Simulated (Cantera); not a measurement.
A freely propagating, adiabatic, planar premixed flame of 2.39 % CH4, 0.788 % C2H6, 2.39 % C3H8, 15.0 % O2, 56.3 % N2, 22.9 % CO2, 0.234 % H2O, unburnt at 300 K and 0.217 atm; mixture-averaged transport, grid criteria slope 0.08 and curve 0.16, no radiation.

Computed with Cantera and GRI-Mech 3.0 (53 species, 325 reactions). Burning velocities carry a grid error of a few per cent, more on coarse grids.

x: mole fraction of selected species; z is measured from the peak of heat release.

```csv
z (mm),T (K),u (m/s),x CH4,x C2H6,x C3H8,x C2H,x CH2O,x CH2
-12.1,300,0.110,0.0238,0.00786,0.0238,<1e-8,9.37e-8,<1e-8
-8.07,304,0.112,0.0236,0.00784,0.0238,<1e-8,2.00e-6,<1e-8
-6.06,324,0.119,0.0231,0.00778,0.0236,<1e-8,1.69e-5,<1e-8
-4.04,437,0.163,0.0209,0.00738,0.0227,<1e-8,0.000161,<1e-8
-2.02,821,0.314,0.0143,0.00536,0.0153,<1e-8,0.000762,<1e-8
-1.01,1127,0.439,0.00901,0.00302,0.00564,<1e-8,0.000839,(withheld)
0,1414,0.558,0.00278,0.000230,9.25e-5,7.92e-8,0.000267,(withheld)
1.01,1517,0.599,0.000177,2.94e-7,<1e-8,7.05e-8,2.26e-5,(withheld)
2.02,1537,0.606,5.21e-6,<1e-8,<1e-8,<1e-8,7.51e-7,(withheld)
4.04,1554,0.612,<1e-8,<1e-8,<1e-8,<1e-8,<1e-8,<1e-8
8.07,1572,0.618,<1e-8,<1e-8,<1e-8,<1e-8,<1e-8,<1e-8
16.1,1590,0.625,<1e-8,<1e-8,<1e-8,<1e-8,<1e-8,<1e-8
32.3,1602,0.629,<1e-8,<1e-8,<1e-8,<1e-8,<1e-8,<1e-8
```

### Question
Complete the blanks.

### Answer

- -1.01, x CH2: 2.91e-7
- 0, x CH2: 9.88e-6
- 1.01, x CH2: 2.75e-6
- 2.02, x CH2: 1.10e-7
